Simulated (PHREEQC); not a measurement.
Alkaline etch or developer

Solution (35 °C): 0.2 mol/kgw NaOH, 0.00027 mol/kgw CO2 and 0.00089 mol/kgw Na2CO3. Closed to the air; pH follows from the charge balance.

All values are PHREEQC results (ion-association model, wateq4f.dat), not measurements.

Each row changes one thing in this solution. This is a speciation only: nothing precipitates in the calculation.

```
case                                     pH  NaCO3- (mol/kgw)  CO3-2 (mol/kgw)  HCO3- (mol/kgw)  NaHCO3 (mol/kgw)  SI of Natron (Na2CO3:10H2O)  SI of Nahcolite (NaHCO3)
------------------------------------  -----  ----------------  ---------------  ---------------  ----------------  ---------------------------  ------------------------
as made                               12.84          0.000752         0.000408          4.34e-7           2.57e-8                        -4.66                     -6.86
Na2CO3 left out                       12.84          0.000175          9.51e-5          1.01e-7           5.97e-9                        -5.29                     -7.49
diluted 100-fold with water           10.97           4.78e-7          9.53e-6          1.59e-6           1.63e-9                        -9.61                     -8.08
diluted 10-fold with water            11.92           3.00e-5          8.48e-5          1.20e-6           1.03e-8                        -6.89                     -7.28
NaOH from 0.2 to 1 mol/kgw            13.46          0.000993         0.000167          2.85e-8           5.88e-9                        -4.03                     -7.42
CO2 from 0.00027 to 0.000135 mol/kgw  12.84          0.000664         0.000360          3.83e-7           2.27e-8                        -4.71                     -6.91
temperature from 35 to 80 °C          11.75           0.00106         0.000100          9.06e-7           5.07e-8                        -6.76                     -6.90
temperature from 35 to 50 °C          12.42          0.000902         0.000257          5.84e-7           3.40e-8                        -5.40                     -6.86
NaOH from 0.2 to 0.4 mol/kgw          13.11          0.000868         0.000292          1.41e-7           1.44e-8                        -4.37                     -7.09
```

The ionic strength passes 0.7 mol/kgw, the rough limit of the ion-association models, in NaOH from 0.2 to 1 mol/kgw. Complexes and solids missing from the database can't appear. Constants without temperature data keep their 25 °C values here.
